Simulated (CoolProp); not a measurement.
Vapour-liquid equilibrium of R245fa (1) + n-pentane (2) at 7.51 bar; x and y are mole fractions of (1).

The numbers come from the multi-fluid Helmholtz-energy mixture model, Akasaka 2015 and Thol 2019; pair parameters Bell 2016 in CoolProp.

**Question.** Give the bubble temperature and the first vapour's composition at x = 0.05, 0.5, 0.575. Is there an azeotrope?

**Answer.** x = 0.05: 372.3 K, y = 0.228; x = 0.5: 348.2 K, y = 0.651; x = 0.575: 347.6 K, y = 0.674. y crosses x between x = 0.725 and 0.8: the model has an azeotrope there.

Pair parameters are fitted to limited data, so mixtures are less certain than the pure fluids. With so large a gap from Raoult's law the liquid may split in two, which this calculation doesn't test in full.
